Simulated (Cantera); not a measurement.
What does this Cantera script print?

```python
import numpy as np
import cantera as ct

gas_names = """
    B BH BH2 BH3 BN B2 H H2 N NH NH2 NH3 N2 N2H2 N2H4
""".split()
cond_names = """
    B(b) B(L) BN(s)
""".split()


# ... load() reads the species with a 1 bar reference pressure and builds the phases ...
atoms = {
    'B2H6': {'B': 2, 'H': 6},
    'NH3': {'N': 1, 'H': 3},
}
top_T = {'BN(s)': 3200}  # K; cautious upper limits of use, not melting points


# ... equilibrate(T, P, feed) seeds the gas with the atoms and calls Mixture.equilibrate('TP', solver="vcs", rtol=1e-11, max_steps=5000) ...
results = []
feed = {'B2H6': 1, 'NH3': 7.4}  # mol
T = 2050  # K
for P in [10, 63, 400, 2500, 16000, 100000]:
    mix = equilibrate(T, P, feed)
    results.append((T, P, feed, dict(zip(mix.species_names, mix.species_moles))))

top = {s: max(r[3][s] / sum(r[3][g] for g in gas_names) for r in results) for s in gas_names}
cols = sorted((s for s in top if top[s] > 0.001), key=lambda s: -top[s])[:9]
seen = [c for c in cond_names if any(r[3].get(c, 0) > 1e-12 for r in results)]
print("log10 of partial pressures in bar; condensed amounts in mol")
print(f"{'P/Pa':>10s}" + "".join(f"{s[:9]:>10s}" for s in cols + seen))
for T, P, feed, n in results:
    ng = sum(n[g] for g in gas_names)
    print(f"{P:10.4g}" + "".join(f"{np.log10(max(n[s] / ng * P / 1e5, 1e-99)):10.3f}" for s in cols)
          + "".join(f"{n.get(c, 0):10.4g}" for c in seen))
```

Output:

```
log10 of partial pressures in bar; condensed amounts in mol
      P/Pa        H2        N2         H         B      B(b)     BN(s)
        10    -4.202    -4.725    -4.745    -6.523     1.932         0
        63    -3.342    -3.900    -4.315    -6.523     1.982         0
       400    -2.490    -3.199    -3.889    -6.730         0     1.994
      2500    -1.685    -2.399    -3.486    -7.130         0     1.998
   1.6e+04    -0.874    -1.591    -3.081    -7.534         0     1.999
     1e+05    -0.077    -0.794    -2.683    -7.932         0         2
```

These are equilibrium values from Cantera (NASA tables, ideal gas, pure condensed phases), not measurements of a reactor. The feed counts by its element totals alone. The tables' values for BH2 are old estimates; treat these amounts as uncertain.
